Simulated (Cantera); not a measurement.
Input: 1 mol Cr, 0.2 mol N2, 280 mol H2, 9.9 mol NH3, equilibrated at 0.160 bar.

These are equilibrium values from Cantera (NASA tables, ideal gas, pure condensed phases), not measurements of a reactor. Candidate condensed phases: Cr, CrN, Cr2N; 11 gas species. Equilibrium is a limit: real reactors are often held back by kinetics, nucleation or transport.

### Question
At 1798 K, list the 4 most abundant gas species with their mole fractions, and the condensed phases.

### Answer
H2 0.981, N2 0.0171, H 0.000872, Cr 0.000564. Condensed: Cr(s).
